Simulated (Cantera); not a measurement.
Charge: 1 mol Si, 1.3 mol HBr, 4.8 mol N2, equilibrated at 2.30 Pa.

These are equilibrium values from Cantera (NASA tables, ideal gas, pure condensed phases), not measurements of a reactor. Candidate condensed phases: Br2, Si, Si3N4; 28 gas species. N2 is the only nitrogen source here; it is nearly inert below about 1500 K, so the nitride shown seldom forms there in practice. The tables' values for SiBr3 are old estimates; treat these amounts as uncertain. Equilibrium is a limit: real reactors are often held back by kinetics, nucleation or transport.

Problem. At 900 K, list the 4 most abundant gas species with their mole fractions, and the condensed phases.

Solution. N2 0.768, HBr 0.209, H2 0.0153, SiBr4 0.00759. Condensed: Si3N4(s).
